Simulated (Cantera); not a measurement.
Mixture: CH₄ : H₂ : O₂ : N₂ : H₂O = 1 : 0.05 : 2.63 : 11.6 : 0.94 (molar parts), at 26300 Torr, adiabatic and at constant volume. Ignition delay is the time to a rise of 400 K.

Detailed kinetics in Cantera: GRI-Mech 3.0 (53 species, 325 reactions). The pressure lies above the range GRI-Mech 3.0 was tuned for (to about 10 atm).

Predict: delay at 1125 K; delay at 1200 K; delay at 1275 K; delay at 1350 K; delay at 1425 K; apparent activation energy between 1275 and 1425 K.


```json
{
  "delay at 1125 K": "1.70 ms",
  "delay at 1200 K": "0.697 ms",
  "delay at 1275 K": "0.322 ms",
  "delay at 1350 K": "0.161 ms",
  "delay at 1425 K": "85.5 µs",
  "apparent activation energy between 1275 and 1425 K": "130 kJ/mol"
}
```
